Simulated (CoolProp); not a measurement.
Benzene along the isotherm 403.5 K: Z from the reference equation and from simpler models built on Tc = 562.0 K, pc = 4.906 MPa, ω = 0.211; each cubic takes its own stable root.

Computed with CoolProp (reference Helmholtz-energy equation of state, Thol 2012).

```json
[
 {"p (MPa)": "4.09", "phase": "liquid", "reference": "0.1251", "van der Waals": "0.2011", "Redlich-Kwong": "0.1404", "Peng-Robinson": "0.1206"},
 {"p (MPa)": "8.18", "phase": "liquid", "reference": "0.2479", "van der Waals": "0.3911", "Redlich-Kwong": "0.2758", "Peng-Robinson": "0.2381"},
 {"p (MPa)": "12.3", "phase": "liquid", "reference": "0.3696", "van der Waals": "0.5754", "Redlich-Kwong": "0.4083", "Peng-Robinson": "0.3541"},
 {"p (MPa)": "16.4", "phase": "liquid", "reference": "0.4890", "van der Waals": "0.7541", "Redlich-Kwong": "0.5371", "Peng-Robinson": "0.4675"},
 {"p (MPa)": "20.4", "phase": "liquid", "reference": "0.6040", "van der Waals": "0.9248", "Redlich-Kwong": "?", "Peng-Robinson": "0.5765"},
 {"p (MPa)": "24.5", "phase": "liquid", "reference": "0.7206", "van der Waals": "1.097", "Redlich-Kwong": "0.7848", "Peng-Robinson": "0.6868"},
 {"p (MPa)": "28.6", "phase": "liquid", "reference": "0.8358", "van der Waals": "?", "Redlich-Kwong": "?", "Peng-Robinson": "0.7958"},
 {"p (MPa)": "32.7", "phase": "liquid", "reference": "0.9500", "van der Waals": "1.434", "Redlich-Kwong": "1.028", "Peng-Robinson": "0.9037"},
 {"p (MPa)": "36.8", "phase": "liquid", "reference": "1.063", "van der Waals": "1.600", "Redlich-Kwong": "1.148", "Peng-Robinson": "1.011"},
 {"p (MPa)": "40.9", "phase": "liquid", "reference": "1.175", "van der Waals": "?", "Redlich-Kwong": "?", "Peng-Robinson": "?"},
 {"p (MPa)": "45", "phase": "liquid", "reference": "1.286", "van der Waals": "1.928", "Redlich-Kwong": "1.384", "Peng-Robinson": "1.222"},
 {"p (MPa)": "49.1", "phase": "liquid", "reference": "?", "van der Waals": "2.090", "Redlich-Kwong": "1.501", "Peng-Robinson": "1.326"}
]
```

Problem. Fill in the missing entries.

Solution. 
- 20.4, Redlich-Kwong: 0.6604
- 28.6, van der Waals: 1.267
- 28.6, Redlich-Kwong: 0.9074
- 40.9, van der Waals: 1.765
- 40.9, Redlich-Kwong: 1.267
- 40.9, Peng-Robinson: 1.117
- 49.1, reference: 1.397
